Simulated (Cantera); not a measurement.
# Silicon oxide and oxynitride deposition: HMDSO + O2

Feed: 1 mol HMDSO, a varied amount of O2, at 700 K and 100000 Pa.

These are equilibrium values from Cantera (NASA tables, ideal gas, pure condensed phases), not measurements of a reactor. Candidate condensed phases: C, C6H6, C7H8, C8H18, H2O, Si, SiC, SiO2; 123 gas species. The feed counts by its element totals alone. Equilibrium is a limit: real reactors are often held back by kinetics, nucleation or transport.

| n(O2) (mol) | x CH4 | x H2O | x H2 | x CO2 | x CO | x C2H6 | x HCOOH | n C(graphite) | n SiC(s) | n SiO2(α-quartz) |
|---|---|---|---|---|---|---|---|---|---|---|
| 1.1 | 0.711 | 2.18e-12 | 0.289 | <1e-12 | <1e-12 | 7.60e-6 | <1e-12 | 1.86 | 0.400 | 1.60 |
| 1.4 | 0.711 | 2.18e-12 | 0.289 | <1e-12 | <1e-12 | 7.60e-6 | <1e-12 | 2.16 | 0.100 | 1.90 |
| 1.7 | 0.651 | 0.0699 | 0.277 | 0.00140 | 0.000590 | 6.67e-6 | 1.83e-10 | 2.43 | 0 | 2.00 |
| 2 | 0.574 | 0.157 | 0.260 | 0.00798 | 0.00141 | 5.52e-6 | 9.76e-10 | 2.64 | 0 | 2.00 |
| 2.4 | 0.490 | 0.245 | 0.240 | 0.0229 | 0.00238 | 4.35e-6 | 2.59e-9 | 2.83 | 0 | 2.00 |
| 2.7 | 0.438 | 0.295 | 0.227 | 0.0372 | 0.00304 | 3.67e-6 | 3.98e-9 | 2.92 | 0 | 2.00 |
| 3 | 0.393 | 0.335 | 0.215 | 0.0534 | 0.00364 | 3.12e-6 | 5.40e-9 | 2.97 | 0 | 2.00 |
| 3.3 | 0.355 | 0.366 | 0.204 | 0.0707 | 0.00419 | 2.68e-6 | 6.80e-9 | 2.98 | 0 | 2.00 |
| 3.7 | 0.311 | 0.398 | 0.191 | 0.0949 | 0.00485 | 2.20e-6 | 8.55e-9 | 2.95 | 0 | 2.00 |
| 4 | 0.284 | 0.415 | 0.183 | 0.113 | 0.00531 | 1.92e-6 | 9.76e-9 | 2.89 | 0 | 2.00 |
| 4.3 | 0.259 | 0.428 | 0.175 | 0.132 | 0.00572 | 1.68e-6 | 1.09e-8 | 2.81 | 0 | 2.00 |
| 4.6 | 0.238 | 0.438 | 0.167 | 0.151 | 0.00611 | 1.47e-6 | 1.19e-8 | 2.71 | 0 | 2.00 |
| 5 | 0.214 | 0.447 | 0.158 | 0.175 | 0.00658 | 1.25e-6 | 1.30e-8 | 2.56 | 0 | 2.00 |
x: gas mole fraction; n: condensed amount in mol.

From 1.1 mol O2 to 1.4 mol O2 the condensed part is C(graphite) + SiC(s) + SiO2(α-quartz). From 1.7 mol O2 to 5 mol O2 the condensed part is C(graphite) + SiO2(α-quartz).
